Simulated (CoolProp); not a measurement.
Saturated liquid density (kg/m³) of c-C4F8 (RC318): the reference equation beside estimates from Tc = 388.4 K, pc = 27.78 bar, ω = 0.355. Rackett uses Z = 0.29056 − 0.08775 ω.

The numbers come from the reference Helmholtz-energy equation of state, Platzer 1990 in CoolProp. This equation is an older, rougher fit; its heat capacities, sound speeds and derivatives of the liquid may be far off and weren't checked against measurements.

```csv
T (K),reference,Rackett,van der Waals,Redlich-Kwong,Soave-Redlich-Kwong,Peng-Robinson
285.5,1548,1670,951.0,1368,1454,1647
289.6,1532,1652,941.2,1351,1437,1628
293.7,1516,1634,931.1,1333,1419,1609
297.7,1500,1616,921.1,1315,1401,1589
301.8,1483,1597,910.6,1296,1383,1568
305.8,1467,1579,900.0,1277,1364,1547
309.9,1449,1559,889.0,1257,1344,1525
314,1431,1539,877.6,1236,1323,1501
318,1413,1519,866.1,1216,1302,1478
```

Absolute difference from the reference over all 9 rows, mean and median: Rackett 7.7 and 7.7 %, van der Waals 38.6 and 38.6 %, Redlich-Kwong 12.7 and 12.6 %, Soave-Redlich-Kwong 6.9 and 6.7 %, Peng-Robinson 5.6 and 5.7 %.
